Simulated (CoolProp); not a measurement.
A simple Rankine cycle with n-perfluorobutane: condensing at 309.15 K, boiler at 1.38 MPa, turbine inlet 376.4 K, turbine efficiency 0.7, pump efficiency 0.6, no recuperator. Each further row changes one setting.

Model: reference Helmholtz-energy equation of state, Gao 2022, in CoolProp.

```csv
case,thermal efficiency (%),net work (kJ/kg),heat in (kJ/kg),turbine exit temperature (K),volume ratio over the turbine
as stated,6.4,8.61,135,355.3,(withheld)
turbine inlet 396.4 K,6.1,9.57,156,376.6,4.16
condensing temperature 301.15 K,7.3,10.5,144,(withheld),5.69
boiler pressure 0.966 MPa,(withheld),6.86,141,362.9,2.80
turbine efficiency 0.6,5.3,7.22,135,356.8,4.45
```

Task: Fill in the missing entries.

Result: 
- as stated, volume ratio over the turbine: 4.43
- condensing temperature 301.15 K, turbine exit temperature (K): 352.4
- boiler pressure 0.966 MPa, thermal efficiency (%): 4.9
